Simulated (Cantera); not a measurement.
A closed system holds: 1 mol SiCl₄, 0.13 mol C₃H₈, 960 mol H₂, equilibrated at 2075 K and 96000 Pa.

These are equilibrium values from Cantera (NASA tables, ideal gas, pure condensed phases), not measurements of a reactor. Mutual solubility and eutectic melting of coexisting phases are not modelled. Gases not in the tables: Si₂H₆ and higher silanes. Kinetics and transport are ignored.

```
species             before     after
----------------  --------  --------
H₂                   0.993     0.994
H                  0.00271   0.00271
HCl                0.00406   0.00206
C₂H₂ (acetylene)   6.32e-6  0.000611
SiH₂              0.000159   1.62e-5
SiCl₂              3.65e-5   9.60e-7
CH₄                2.38e-5  0.000234
CH₃                1.27e-6   1.25e-5
Si                0.000106   1.08e-5
SiH                5.93e-5   6.04e-6
Si(l), mol           0.281         0
SiC(s), mol          0.350     0.965
```
Gas species are given as mole fractions.

**Question.** Name the change that produced these shifts.
A) SiCl₄ replaced by (CH₃)₂SiCl₂
B) temperature from 2075 K to 1375 K
C) H₂ from 960 to 35 mol
D) pressure from 96000 Pa to 13000 Pa

**Answer.** A, SiCl₄ replaced by (CH₃)₂SiCl₂. The feed counts by its element totals alone
